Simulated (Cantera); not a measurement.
A closed system holds: 1 mol Fe2O3, a varied amount of HCl, 0.25 mol O2, equilibrated at 1550 K and 61.0 mbar.

Method: chemical equilibrium by Gibbs-energy minimisation in Cantera with the NASA 1993 tables (ideal gas, pure condensed phases). Candidate condensed phases: Fe, FeCl2, FeCl3, FeO, Fe(OH)2, Fe(OH)3, Fe2O3, Fe3O4, H2O; 22 gas species. Mutual solubility and eutectic melting of coexisting phases are not modelled. Kinetics and transport are ignored.

Question: Which condensed phases are stable at each of these points (n(HCl) (mol)): 0.23, 0.34, 0.45, 0.57, 0.68, 0.79, 0.9, 1, 1.1, 1.2, 1.4, 1.5?

Answer: 
```tsv
n(HCl) (mol)	condensed phases	Fe condensed (%)
0.23	Fe2O3(s)	98.7
0.34	Fe2O3(s)	98.0
0.45	Fe2O3(s)	97.3
0.57	Fe2O3(s)	96.4
0.68	Fe2O3(s) + Fe3O4(s)	95.7
0.79	Fe2O3(s) + Fe3O4(s)	95.0
0.9	Fe2O3(s) + Fe3O4(s)	94.3
1	Fe2O3(s) + Fe3O4(s)	93.7
1.1	Fe3O4(s)	93.0
1.2	Fe3O4(s)	92.3
1.4	Fe3O4(s)	90.9
1.5	Fe3O4(s)	90.2
```

From 0.23 mol HCl to 0.57 mol HCl the condensed part is Fe2O3(s). From 0.68 mol HCl to 1 mol HCl the condensed part is Fe2O3(s) + Fe3O4(s). From 1.1 mol HCl to 1.5 mol HCl the condensed part is Fe3O4(s).
